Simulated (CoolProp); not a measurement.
Computed with CoolProp (reference Helmholtz-energy equation of state, McLinden 2015).

### Question
For the fluoroketone C6F12O (FK-5-1-12), give the phase and the density (kg/m³), cp (kJ/(kg K)), isothermal compressibility (1/MPa), fugacity coefficient at 324.1 K and 0.802 MPa; 349.2 K and 0.802 MPa.

### Answer
- 324.1 K and 0.802 MPa: liquid; density 1530, cp 1.12, isothermal compressibility 0.00440, fugacity coefficient 0.133
- 349.2 K and 0.802 MPa: liquid; density 1440, cp 1.15, isothermal compressibility 0.00689, fugacity coefficient 0.276
